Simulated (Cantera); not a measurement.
Feed: 1 mol TiO2, 1.3 mol CH4, 0.46 mol H2, at 1.00 Torr.

These are equilibrium values from Cantera (NASA tables, ideal gas, pure condensed phases), not measurements of a reactor. Candidate condensed phases: C, C6H6, C7H8, C8H18, H2O, Ti, TiC, TiO, TiO2, Ti2O3, Ti3O5, Ti4O7; 113 gas species. Mutual solubility and eutectic melting of coexisting phases are not modelled. TiC, TiO: taken at fixed stoichiometry. Condensed phases not in the tables: solid solutions among these carbides, nitrides and lower oxides. Equilibrium is a limit: real reactors are often held back by kinetics, nucleation or transport.

Q: At 2175 K, list the 6 most abundant gas species with their mole fractions, and the condensed phases.

A: H2 0.617, CO 0.258, H 0.105, Ti 0.0136, TiO 0.00637, H2O 1.39e-5. Condensed: TiC(s) + TiO(l).
